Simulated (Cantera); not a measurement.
## Ignition delay

Mixture: 4.67 % CH₄, 17.6 % O₂, 75.7 % N₂, 2.01 % H₂O, equivalence ratio 0.53, at 0.330 bar, adiabatic and at constant pressure. Ignition delay is the time to a rise of 400 K.

Cantera simulation using GRI-Mech 3.0 (53 species, 325 reactions); the numbers are that mechanism's predictions, not measurements.

| T0 (K) | delay (ms) |
|---|---|
| 1275 | 32.3 |
| 1375 | 9.27 |
| 1475 | 3.31 |
| 1575 | 1.43 |
| 1675 | 0.702 |
| 1775 | 0.379 |
| 1875 | 0.221 |
| 1975 | 0.138 |

| Property | Result |
|---|---|
| apparent activation energy between 1775 and 1975 K | 150 kJ/mol |
